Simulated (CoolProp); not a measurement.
Vapour-liquid equilibrium of CH2F2 (R32) (1) + R1234ze(E) (2) at -6.25 °C; x and y are mole fractions of (1).

The numbers come from the multi-fluid Helmholtz-energy mixture model, Tillner-Roth 1997 and Thol 2016; pair parameters Bell 2023 in CoolProp.

```
x     bubble pressure (kPa)  y at the bubble point  dew pressure at overall composition x (kPa)  liquid density (mol/L)
----  ---------------------  ---------------------  -------------------------------------------  ----------------------
0.05                  201.1                  0.183                                        178.3                   11.29
0.2                   287.6                  0.502                                        204.5                   12.15
0.35                  366.3                  0.668                                          ___                   13.16
0.5                   437.4                  0.773                                        287.0                   14.35
0.65                    ___                  0.851                                        356.3                   15.80
0.8                   570.0                  0.918                                        459.1                   17.58
0.95                    ___                  0.980                                        604.1                   19.81
```

Question: Fill in the missing entries.

Answer: 
- 0.35, dew pressure at overall composition x (kPa): 239.1
- 0.65, bubble pressure (kPa): 504.0
- 0.95, bubble pressure (kPa): 638.6

No azeotrope shows between x = 0.05 and 0.95.

The pair parameters rest on a limited set of measurements; away from them the model extrapolates.
